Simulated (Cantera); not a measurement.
Cantera run:

```python
import numpy as np
import cantera as ct

gas_names = """
    H H2 Pb Pb2
""".split()
cond_names = """
    Pb(cr) Pb(L)
""".split()


def load(file, names, dense=False):
    # The tables refer to 1 bar. Condensed volumes are neglected.
    table = {s.name: s for s in ct.Species.list_from_file(file)}
    out = []
    for n in names:
        d = dict(table[n].input_data)
        d["thermo"] = dict(d["thermo"], **{"reference-pressure": 1e5})
        if dense:
            d["equation-of-state"] = {"model": "constant-volume", "density": "1e6 g/cm^3"}
        out.append(ct.Species.from_dict(d))
    return out


gas = ct.Solution(thermo="ideal-gas", species=load("nasa_gas.yaml", gas_names))
cond = {s.name: ct.Solution(thermo="fixed-stoichiometry", species=[s], name=s.name)
        for s in load("nasa_condensed.yaml", cond_names, dense=True)}
atoms = {
    'Pb': {'Pb': 1},
    'H2': {'H': 2},
}
top_T = {}  # K; cautious upper limits of use, not melting points


def equilibrate(T, P, feed):
    n = {}
    for name, mol in feed.items():
        for a, k in atoms[name].items():
            n[a] = n.get(a, 0.0) + k * mol
    gas.TPX = T, P, n
    mass = sum(n.values()) * gas.mean_molecular_weight
    gas.equilibrate("TP")
    valid = [c for c in cond.values() if c.min_temp <= T <= top_T.get(c.name, c.max_temp)]
    mix = ct.Mixture([(gas, mass / gas.mean_molecular_weight)] + [(c, 0.0) for c in valid])
    mix.T, mix.P = T, P
    mix.equilibrate("TP", solver="vcs", rtol=1e-11, max_steps=5000)
    return mix


results = []
feed = {'Pb': 1, 'H2': 8.7}  # mol
P = 21  # Pa
for T in [798, 848, 898, 948, 998, 1048, 1098, 1148, 1198, 1248, 1298, 1348, 1398]:
    mix = equilibrate(T, P, feed)
    results.append((T, P, feed, dict(zip(mix.species_names, mix.species_moles))))

top = {s: max(r[3][s] / sum(r[3][g] for g in gas_names) for r in results) for s in gas_names}
cols = sorted((s for s in top if top[s] > 1e-05), key=lambda s: -top[s])[:9]
seen = [c for c in cond_names if any(r[3].get(c, 0) > 1e-12 for r in results)]
print("log10 of partial pressures in bar; condensed amounts in mol")
print(f"{'T/K':>10s}" + "".join(f"{s[:9]:>10s}" for s in cols + seen))
for T, P, feed, n in results:
    ng = sum(n[g] for g in gas_names)
    print(f"{T:10.4g}" + "".join(f"{np.log10(max(n[s] / ng * P / 1e5, 1e-99)):10.3f}" for s in cols)
          + "".join(f"{n.get(c, 0):10.4g}" for c in seen))
```

Output:

```
log10 of partial pressures in bar; condensed amounts in mol
       T/K        H2        Pb         H     Pb(L)
       798    -3.678    -7.242   -13.413    0.9976
       848    -3.678    -6.524   -12.560    0.9876
       898    -3.680    -5.888   -11.801     0.946
       948    -3.688    -5.320   -11.124     0.797
       998    -3.711    -4.810   -10.523    0.3071
      1048    -3.725    -4.665    -9.975         0
      1098    -3.725    -4.665    -9.469         0
      1148    -3.725    -4.665    -9.007         0
      1198    -3.725    -4.665    -8.584         0
      1248    -3.725    -4.665    -8.193         0
      1298    -3.725    -4.665    -7.833         0
      1348    -3.725    -4.665    -7.498         0
      1398    -3.725    -4.665    -7.188         0
```

Equilibrium computed with Cantera from the NASA thermochemical tables; the gas is ideal and each condensed phase is pure.
